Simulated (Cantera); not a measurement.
A perfectly stirred reactor is fed with 9.09 % NH3, 90.9 % H2, at 1.01 bar; it is held at 1975 K, and followed from long to short residence time.

Detailed kinetics in Cantera: the gas-phase N/H chemistry of the illustrative SiF4/NH3 mechanism in the Surface Chemkin manual (1991). Walls and surfaces, which speed up NH3 decomposition in real reactors, are not modelled.

One state of this run: x NH3 = 0.0826; x H2 = 0.913; x N2 = 0.00372; x H = 0.000715; x NH = 5.02e-6. x: mole fraction; the columns are a selection and need not sum to one.

**Question.** Which value of τ (s) does it belong to?
(A) 0.28
(B) 0.0085
(C) 0.027
(D) 0.087

**Answer.** B, 0.0085
